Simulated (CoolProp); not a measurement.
R143a along the isotherm 45.45 °C: Z from the reference equation and from simpler models built on Tc = 72.7 °C, pc = 3762 kPa, ω = 0.261; each cubic takes its own stable root.

Model: reference Helmholtz-energy equation of state, Lemmon and Jacobsen 2000, in CoolProp.

```csv
p (kPa),phase,reference,van der Waals,Redlich-Kwong,Soave-Redlich-Kwong
17.8,gas,0.9977,0.9983,0.9980,0.9979
30.1,gas,0.9960,0.9971,0.9965,0.9964
50.8,gas,0.9933,0.9951,0.9942,0.9940
85.8,gas,0.9887,0.9917,0.9901,0.9898
145,gas,0.9807,0.9859,0.9832,0.9826
244,gas,0.9673,0.9761,0.9715,0.9705
412,gas,0.9439,0.9590,(withheld),0.9493
696,gas,0.9026,0.9287,(withheld),(withheld)
1170,gas,0.8269,0.8738,(withheld),0.8435
1980,gas,0.6591,0.7592,0.7119,0.6949
3340,liquid,0.1239,0.2164,0.1625,0.1553
5640,liquid,0.2017,0.3328,0.2543,0.2466
```

### Question
What belongs in the gaps?

### Answer

- 412, Redlich-Kwong: 0.9512
- 696, Redlich-Kwong: 0.9153
- 696, Soave-Redlich-Kwong: 0.9119
- 1170, Redlich-Kwong: 0.8500
